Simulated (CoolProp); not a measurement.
Vapour-liquid equilibrium of hydrogen sulfide (1) + propane (2) at 276 K; x and y are mole fractions of (1).

The numbers come from the multi-fluid Helmholtz-energy mixture model, Lemmon 2006 and Lemmon 2009; pair parameters Kunz 2012 in CoolProp.

Give the bubble pressure and the first vapour's composition at x = 0.35, 0.425, 0.5. Is there an azeotrope?

x = 0.35: 9.976 bar, y = 0.589; x = 0.425: 10.49 bar, y = 0.633; x = 0.5: 10.90 bar, y = 0.672. y crosses x between x = 0.8 and 0.875: the model has an azeotrope there.

Pair parameters are fitted to limited data, so mixtures are less certain than the pure fluids.
